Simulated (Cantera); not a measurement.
## Ignition delay

Mixture: 3.11 % CH4, 15.2 % O2, 81.7 % N2, at 2.86 atm, adiabatic and at constant pressure. Ignition delay is the time to a rise of 400 K.

Cantera simulation using GRI-Mech 3.0 (53 species, 325 reactions); the numbers are that mechanism's predictions, not measurements.

```csv
T0 (K),delay (ms)
1050,137
1100,63.2
1150,30.6
1200,15.4
1250,8.01
1300,4.31
1350,2.39
```

| Quantity | Result |
|---|---|
| apparent activation energy between 1250 and 1350 K | 170 kJ/mol |
